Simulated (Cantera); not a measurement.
Adiabatic ignition

An adiabatic, constant-pressure homogeneous reactor starts with 3.35 % CH4, 19.7 % O2, 74.0 % N2, 3.01 % CO2, at 1750 K and 100000 Pa.

Computed with Cantera and GRI-Mech 3.0 (53 species, 325 reactions).

| t (s) | T (K) | x CH4 | x O2 | x CO2 | x C2H4 | x OH | x HCN |
|---|---|---|---|---|---|---|---|
| 1.00e-6 | 1750 | 0.0335 | 0.197 | 0.0301 | <1e-12 | 2.46e-7 | <1e-12 |
| 3.55e-6 | 1750 | 0.0335 | 0.197 | 0.0301 | 1.55e-10 | 6.24e-7 | <1e-12 |
| 1.26e-5 | 1750 | 0.0334 | 0.197 | 0.0301 | 1.67e-8 | 1.14e-6 | <1e-12 |
| 4.47e-5 | 1750 | 0.0332 | 0.197 | 0.0301 | 1.75e-6 | 4.73e-6 | <1e-12 |
| 0.000159 | 2107 | 1.52e-7 | 0.133 | 0.0367 | 1.70e-10 | 0.00991 | 6.14e-8 |
| 0.000563 | 2322 | <1e-12 | 0.128 | 0.0574 | <1e-12 | 0.00858 | <1e-12 |
| 0.00200 | 2370 | <1e-12 | 0.128 | 0.0602 | <1e-12 | 0.00663 | <1e-12 |
| 0.00710 | 2368 | <1e-12 | 0.127 | 0.0603 | <1e-12 | 0.00656 | <1e-12 |
| 0.0252 | 2362 | <1e-12 | 0.125 | 0.0604 | <1e-12 | 0.00640 | <1e-12 |
| 0.0894 | 2352 | <1e-12 | 0.123 | 0.0605 | <1e-12 | 0.00615 | <1e-12 |
| 0.317 | 2349 | <1e-12 | 0.122 | 0.0606 | <1e-12 | 0.00608 | <1e-12 |
| 1.13 | 2349 | <1e-12 | 0.122 | 0.0606 | <1e-12 | 0.00608 | <1e-12 |
| 4.00 | 2349 | <1e-12 | 0.122 | 0.0606 | <1e-12 | 0.00608 | <1e-12 |
x: mole fraction; the columns are a selection and need not sum to one.

```yaml
time_of_steepest_temperature_rise: 0.150 ms
temperature at 4.00 s: 2349 K
equilibrium_temperature: 2349 K
x(CH4) at 4.00 s: <1e-12 (gas-phase equilibrium <1e-12)
x(O2) at 4.00 s: 0.122 (gas-phase equilibrium 0.122)
x(CO2) at 4.00 s: 0.0606 (gas-phase equilibrium 0.0606)
```
